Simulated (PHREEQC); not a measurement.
A solution holds 140 mmol/kgw TMAH and 0.11 mmol/kgw K3PO4, at 25 °C. Closed to the air; pH follows from the charge balance.

Equilibrium calculation in PHREEQC: ion-association model, phreeqc.dat.

```json
{
  "pH": "13.01",
  "ionic_strength": "0.141 mol/kgw",
  "total_alkalinity": "140 meq/kg"
}
```

```csv
species,molality,activity,log γ
OH-,0.140,0.103,-0.134
(CH3)4N+,0.140,0.104,-0.128
K+,0.000330,0.000244,-0.132
PO4-3,0.000105,7.39e-6,-1.153
HPO4-2,4.78e-6,1.61e-6,-0.473
```

Precipitation was switched off in this run. (CH3)4N+ isn't in the database: it is added as a free cation with an ion size of 4 Å.
